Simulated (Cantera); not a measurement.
A closed system holds: 1 mol N2O, 7.8 mol H2O, 1.1 mol N2, at 900 Torr.

These are equilibrium values from Cantera (NASA tables, ideal gas, pure condensed phases), not measurements of a reactor. Candidate condensed phases: H2O; 24 gas species. Kinetics and transport are ignored. All values below are at 2223 K.

Base state: H2O 0.737, N2 0.199, O2 0.0457, OH 0.00968, H2 0.00414, NO 0.00312, O 0.000610, H 0.000376 (mole fractions); condensed: gas only.

**Question.** What changes in the equilibrium state with this change: N2O replaced by H2S?

**Answer.** 
```
species   before    after
-------  -------  -------
H2O        0.737    0.602
H2       0.00414    0.206
N2         0.199    0.102
SO2            0   0.0544
SO             0   0.0129
O2        0.0457  1.23e-5
S2             0  0.00682
H2S            0  0.00637
SH             0  0.00418
```
Further candidate phases: H2SO4, S.
